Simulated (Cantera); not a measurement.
Input (Python, Cantera):

```python
import numpy as np
import cantera as ct

surf = ct.Interface("diamond.yaml", "diamond_100")
gas, bulk = surf.adjacent["gas"], surf.adjacent["diamond"]
k = surf.kinetics_species_index(bulk.species_names[0])
cover = ["c6HH", "c6H*", "c6*H", "c6**", "c6HM", "c6B"]

rows, drift = [], 0.0
print(f"{'xCH3':>10s}{'um/h':>11s}" + "".join(f"{s:>11s}" for s in cover))
for v in [1e-06, 2.7e-06, 7.1e-06, 1.9e-05, 5e-05, 0.00013, 0.00035, 0.00093, 0.0025]:
    T, P, xH, xCH3 = 1075, 5200, 0.00049, v
    gas.TPX = T, P, {"H": xH, "CH3": xCH3, "CH4": 0.0024, "H2": 1 - xH - xCH3 - 0.0024}
    surf.TP = bulk.TP = T, P
    surf.coverages = "c6H*:0.1, c6HH:0.9"
    surf.advance_coverages(100.0)
    before = surf.coverages
    surf.advance_coverages(100.0)
    drift = max(drift, np.max(np.abs(surf.coverages - before) / (surf.coverages + 1e-9)))
    rate = surf.net_production_rates[k] * bulk.mean_molecular_weight / bulk.density * 3.6e9
    rows.append([rate, *surf[cover].coverages])
    print(f"{v:10.4g}{rate:11.4e}" + "".join(f"{x:11.3e}" for x in rows[-1][1:]))
```

Result:

```
      xCH3       um/h       c6HH       c6H*       c6*H       c6**       c6HM        c6B
     1e-06 1.1401e-02  5.492e-01  2.460e-02  4.138e-01  1.209e-02  2.361e-04  3.094e-11
   2.7e-06 3.0757e-02  5.488e-01  2.459e-02  4.135e-01  1.207e-02  6.369e-04  8.346e-11
   7.1e-06 8.0698e-02  5.480e-01  2.455e-02  4.129e-01  1.203e-02  1.671e-03  2.190e-10
   1.9e-05 2.1465e-01  5.458e-01  2.444e-02  4.111e-01  1.192e-02  4.447e-03  5.825e-10
     5e-05 5.5618e-01  5.402e-01  2.417e-02  4.066e-01  1.165e-02  1.153e-02  1.509e-09
   0.00013 1.3911e+00  5.264e-01  2.351e-02  3.955e-01  1.099e-02  2.890e-02  3.775e-09
   0.00035 3.3961e+00  4.930e-01  2.192e-02  3.687e-01  9.470e-03  7.089e-02  9.215e-09
   0.00093 7.2916e+00  4.274e-01  1.878e-02  3.159e-01  6.761e-03  1.539e-01  1.979e-08
    0.0025 1.3169e+01  3.255e-01  1.393e-02  2.342e-01  3.456e-03  2.833e-01  3.574e-08
```

Cantera simulation using the Harris–Goodwin 1993 mechanism for the reconstructed diamond (100) surface; the numbers are that mechanism's predictions, not measurements.
